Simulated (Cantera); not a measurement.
Input (Python, Cantera):

```python
import numpy as np
import cantera as ct

surf = ct.Interface("ptcombust.yaml", "Pt_surf")
gas = surf.adjacent["gas"]
gas.TPX = 1000, 67000, {'CH4': 0.0034, 'O2': 0.022, 'N2': 0.79}
surf.TP = 1000, 67000
reactor = ct.FlowReactor(gas, clone=False)
reactor.area = 0.0001  # m2
reactor.surface_area_to_volume_ratio = 140  # 1/m
reactor.mass_flow_rate = 1.1 * reactor.area * gas.density  # inlet velocity 1.1 m/s
reactor.energy_enabled = False
wall = ct.ReactorSurface(surf, reactor, clone=False)
net = ct.ReactorNet([reactor])
net.rtol, net.atol = 1e-8, 1e-16
show, cover = ['CH4', 'O2', 'H2O', 'CO2', 'CO'], ['PT(S)', 'H(S)', 'O(S)', 'OH(S)', 'CO(S)', 'C(S)']

rows = []
print(f"{'z/m':>9s}{'u/(m/s)':>9s}" + "".join(f"{s:>13s}" for s in show + cover))
for z in [4e-05, 7.6e-05, 0.00015, 0.00028, 0.00055, 0.0011, 0.002, 0.004]:
    net.advance(z)
    rows.append([reactor.speed, *gas[show].X, *surf[cover].coverages])
    print(f"{z:9.4g}{rows[-1][0]:9.3g}" + "".join(f"{x:13.4e}" for x in rows[-1][1:]))
```

Result:

```
      z/m  u/(m/s)          CH4           O2          H2O          CO2           CO        PT(S)         H(S)         O(S)        OH(S)        CO(S)         C(S)
    4e-05      1.1   4.1660e-03   2.6973e-02   7.4619e-06   3.3580e-06   3.7293e-07   2.9624e-01   4.0390e-08   7.0360e-01   1.5231e-04   8.5729e-06   5.9035e-08
  7.6e-05      1.1   4.1626e-03   2.6967e-02   1.4174e-05   6.4227e-06   6.6389e-07   2.9626e-01   4.1985e-08   7.0357e-01   1.5839e-04   8.6780e-06   5.8999e-08
  0.00015      1.1   4.1557e-03   2.6953e-02   2.7957e-05   1.2826e-05   1.1514e-06   2.9630e-01   4.5084e-08   7.0352e-01   1.7018e-04   8.8519e-06   5.8924e-08
  0.00028      1.1   4.1437e-03   2.6929e-02   5.2125e-05   2.4322e-05   1.7382e-06   2.9636e-01   5.0054e-08   7.0344e-01   1.8909e-04   9.0546e-06   5.8786e-08
  0.00055      1.1   4.1186e-03   2.6880e-02   1.0213e-04   4.8731e-05   2.3266e-06   2.9646e-01   5.9019e-08   7.0331e-01   2.2319e-04   9.2354e-06   5.8487e-08
   0.0011      1.1   4.0681e-03   2.6779e-02   2.0316e-04   9.8967e-05   2.5972e-06   2.9663e-01   7.3893e-08   7.0308e-01   2.7968e-04   9.2499e-06   5.7862e-08
    0.002      1.1   3.9866e-03   2.6616e-02   3.6610e-04   1.8042e-04   2.5889e-06   2.9689e-01   9.3051e-08   7.0275e-01   3.5222e-04   9.1031e-06   5.6844e-08
    0.004      1.1   3.8106e-03   2.6264e-02   7.1773e-04   3.5629e-04   2.4800e-06   2.9748e-01   1.2499e-07   7.0204e-01   4.7238e-04   8.7502e-06   5.4637e-08
```

Model: Deutschmann's 1995 Pt surface mechanism with GRI-Mech 3.0 gas chemistry, integrated in Cantera. Catalytic surfaces can have several steady states; this one follows from the mechanism file's or the stated starting coverage. Mass transfer to the wall is taken as infinitely fast.
